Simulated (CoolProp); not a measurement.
Properties of neopentane along the isotherm 173.55 °C (Tc = 160.6 °C, pc = 3.196 MPa, ω = 0.196).

Computed with CoolProp (reference Helmholtz-energy equation of state, Lemmon 2006). It is a short technical equation, of lower accuracy than the large ones.

```json
[
 {"p (MPa)": "0.4", "phase": "gas", "density (kg/m³)": "8.089", "cp (kJ/(kg K))": "2.400", "isothermal compressibility (1/MPa)": "2.605", "expansivity (1/kK)": "2.547"},
 {"p (MPa)": "0.799", "phase": "gas", "density (kg/m³)": "16.89", "cp (kJ/(kg K))": "2.440", "isothermal compressibility (1/MPa)": "1.369", "expansivity (1/kK)": "2.937"},
 {"p (MPa)": "1.2", "phase": "gas", "density (kg/m³)": "26.67", "cp (kJ/(kg K))": "2.492", "isothermal compressibility (1/MPa)": "0.9665", "expansivity (1/kK)": "3.451"},
 {"p (MPa)": "1.6", "phase": "gas", "density (kg/m³)": "37.66", "cp (kJ/(kg K))": "2.563", "isothermal compressibility (1/MPa)": "0.7785", "expansivity (1/kK)": "4.148"},
 {"p (MPa)": "2", "phase": "gas", "density (kg/m³)": "50.32", "cp (kJ/(kg K))": "2.663", "isothermal compressibility (1/MPa)": "0.6816", "expansivity (1/kK)": "5.151"},
 {"p (MPa)": "2.4", "phase": "gas", "density (kg/m³)": "65.43", "cp (kJ/(kg K))": "2.820", "isothermal compressibility (1/MPa)": "0.6397", "expansivity (1/kK)": "6.711"},
 {"p (MPa)": "2.8", "phase": "gas", "density (kg/m³)": "84.50", "cp (kJ/(kg K))": "3.097", "isothermal compressibility (1/MPa)": "0.6489", "expansivity (1/kK)": "9.462"},
 {"p (MPa)": "3.2", "phase": "supercritical", "density (kg/m³)": "111.2", "cp (kJ/(kg K))": "3.721", "isothermal compressibility (1/MPa)": "0.7450", "expansivity (1/kK)": "15.59"},
 {"p (MPa)": "3.6", "phase": "supercritical", "density (kg/m³)": "159.4", "cp (kJ/(kg K))": "6.134", "isothermal compressibility (1/MPa)": "1.166", "expansivity (1/kK)": "38.96"},
 {"p (MPa)": "4", "phase": "supercritical", "density (kg/m³)": "267.3", "cp (kJ/(kg K))": "7.844", "isothermal compressibility (1/MPa)": "0.8023", "expansivity (1/kK)": "50.68"},
 {"p (MPa)": "4.39", "phase": "supercritical", "density (kg/m³)": "315.6", "cp (kJ/(kg K))": "4.936", "isothermal compressibility (1/MPa)": "0.2348", "expansivity (1/kK)": "20.37"},
 {"p (MPa)": "4.79", "phase": "supercritical", "density (kg/m³)": "338.0", "cp (kJ/(kg K))": "4.186", "isothermal compressibility (1/MPa)": "0.1282", "expansivity (1/kK)": "13.14"}
]
```

The peak of cp marks the crossing from liquid-like to gas-like fluid above the critical point.
